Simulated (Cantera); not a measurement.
An isothermal, constant-pressure homogeneous reactor starts with N2O : O2 = 1 : 0.093 (molar parts), at 1623 K and 0.0380 bar.

Detailed kinetics in Cantera: GRI-Mech 3.0 (53 species, 325 reactions). GRI-Mech 3.0 was tuned for natural gas; its chemistry of N2O as a main component is partial and can be far from experiment. Radical loss at walls, strong at low pressure, is not modelled. The temperature is held fixed by assumption; the heat of reaction is taken as removed at once.

One state of this run: x N2O = 0.878; x O2 = 0.0926; x NO = 0.00780; x NO2 = 6.91e-7; x O = 0.000211. x: mole fraction; the columns are a selection and need not sum to one.

Q: Which value of t (s) does it belong to?
A. 4.00e-5
B. 0.00112
C. 0.00339
D. 0.0945

A: C, 0.00339
